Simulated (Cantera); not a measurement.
Feed: 1 mol SiC, 0.042 mol N₂, held at 2500 °C and 3.70 Pa.

These are equilibrium values from Cantera (NASA tables, ideal gas, pure condensed phases), not measurements of a reactor. Candidate condensed phases: C, Si, SiC, Si₃N₄; 20 gas species. The tables' values for SiN are old estimates; treat these amounts as uncertain. Rates play no part.

Base state: Si 0.624, C₃ 0.125, SiC₂ 0.114, C 0.0780, N₂ 0.0249, C₂ 0.0206, CN 0.0122, SiC 0.000585 (mole fractions); condensed: gas only.

Question: What changes in the equilibrium state with this change: 0.0011 mol CH₄ added?

Answer: 
| species | before | after |
|---|---|---|
| Si | 0.624 | 0.622 |
| C₃ | 0.125 | 0.125 |
| SiC₂ | 0.114 | 0.113 |
| H | 0 | 0.00323 |
| N₂ | 0.0249 | 0.0248 |
| CN | 0.0122 | 0.0121 |
| C₂ | 0.0206 | 0.0206 |
| C | 0.0780 | 0.0780 |
| Si₂C | 0.000178 | 0.000177 |
| Si₂ | 1.84e-5 | 1.83e-5 |
Further candidate phases: C₆H₆, C₇H₈, C₈H₁₈.
